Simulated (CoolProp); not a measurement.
A single-stage vapour-compression cycle with the fluid: evaporating at 306.15 K (dew point), condensing at 372.15 K (bubble point), superheat 0 K, subcooling 2 K, compressor efficiency 0.9, no pressure losses. The same conditions are run with several fluids, on thermodynamics alone (safety and materials aside).

Computed with CoolProp (reference Helmholtz-energy equation of state of each fluid (n-pentane: Thol 2019; the fluoroketone C6F12O (FK-5-1-12): McLinden 2015; dimethyl carbonate: Zhou 2011; R124: de Vries 1995; tetrahydrofuran: Fiedler 2023; ammonia: Gao 2020)).

| fluid | cooling COP | pressure ratio | discharge temperature (K) | refrigerating effect (kJ/kg) | volumetric capacity (kJ/m³) |
|---|---|---|---|---|---|
| n-pentane | 2.87 | 6.36 | 372.1 | 198 | 534 |
| the fluoroketone C6F12O (FK-5-1-12) | 1.37 | 7.80 | 372.1 | 19.4 | 141 |
| dimethyl carbonate | 3.42 | ? | 375.1 | 292 | 112 |
| R124 | 2.24 | 4.80 | 372.4 | ? | 1790 |
| tetrahydrofuran | ? | 8.73 | 384.2 | 320 | ? |
| ammonia | ? | 4.81 | ? | ? | 7760 |

Q: Some entries are withheld; supply them.

A: 
- dimethyl carbonate, pressure ratio: 12.3
- R124, refrigerating effect (kJ/kg): 59.9
- tetrahydrofuran, cooling COP: 3.46
- tetrahydrofuran, volumetric capacity (kJ/m³): 278
- ammonia, cooling COP: 2.96
- ammonia, discharge temperature (K): 445.5
- ammonia, refrigerating effect (kJ/kg): 787

The compression ends wet for: n-pentane; the fluoroketone C6F12O (FK-5-1-12).
